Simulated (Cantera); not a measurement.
Charge: 1 mol HgO, 14 mol H₂, at 550 K and 890000 Pa.

Equilibrium computed with Cantera from the NASA thermochemical tables; the gas is ideal and each condensed phase is pure. Candidate condensed phases: H₂O, Hg, HgO; 10 gas species. The numbers say what is thermodynamically allowed, not how fast it happens.

**Question.** What is the equilibrium state?

**Answer.** 
- x(H₂): 0.909
- x(H₂O): 0.0699
- x(Hg): 0.0216
- n(Hg(l)): 0.691 mol
- gas amount: 14.31 mol
